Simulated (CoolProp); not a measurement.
R142b along the isotherm 413.4 K: Z from the reference equation and from simpler models built on Tc = 410.3 K, pc = 4055 kPa, ω = 0.232; each cubic takes its own stable root.

Computed with CoolProp (reference Helmholtz-energy equation of state, Lemmon 2006). It is a short technical equation, of lower accuracy than the large ones.

```csv
p (kPa),phase,reference,Redlich-Kwong,Soave-Redlich-Kwong,Peng-Robinson
4050,gas,0.4491,0.4699,?,0.4498
8110,supercritical,?,0.3527,0.3540,0.3189
12200,supercritical,0.4195,0.4753,0.4763,0.4283
16200,supercritical,0.5326,0.5919,0.5929,0.5328
20300,supercritical,0.6455,0.7077,0.7087,?
24300,supercritical,0.7531,0.8178,0.8187,0.7358
28400,supercritical,0.8611,0.9282,?,0.8351
32400,supercritical,0.9646,1.034,?,0.9302
36500,supercritical,?,1.140,1.141,?
40500,supercritical,1.169,1.243,?,1.119
```

Problem. Complete the blanks.

Solution. 
- 4050, Soave-Redlich-Kwong: 0.4781
- 8110, reference: 0.3007
- 20300, Peng-Robinson: 0.6368
- 28400, Soave-Redlich-Kwong: 0.9291
- 32400, Soave-Redlich-Kwong: 1.035
- 36500, reference: 1.069
- 36500, Peng-Robinson: 1.026
- 40500, Soave-Redlich-Kwong: 1.244
